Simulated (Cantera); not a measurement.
A closed system holds: 1 mol Zr, 0.13 mol O2, 1.2 mol N2, held at 2373 K and 0.140 Pa.

Cantera equilibrium calculation (NASA polynomials, part measured and part estimated; ideal gas, pure solids and liquids). Candidate condensed phases: Zr, ZrN, ZrO2; 13 gas species. ZrN: taken at fixed stoichiometry. Rates play no part.

Base state: N2 0.575, Zr 0.290, ZrO 0.135, N 5.43e-5 (mole fractions); condensed: ZrN(s).

Question: What changes in the equilibrium state with this change: temperature from 2373 K to 2173.15 K?

Answer: 
```tsv
species	before	after
N2	0.575	0.785
ZrO	0.135	0.211
Zr	0.290	0.00289
ZrO2	7.93e-6	0.000963
N	5.43e-5	6.74e-6
ZrN(s), mol	0.180	0.756
ZrO2(tetragonal), mol	0	0.0184
```
Mutual solubility and eutectic melting of coexisting phases are not modelled. Condensed phases not in the tables: solid solutions among these carbides, nitrides and lower oxides.
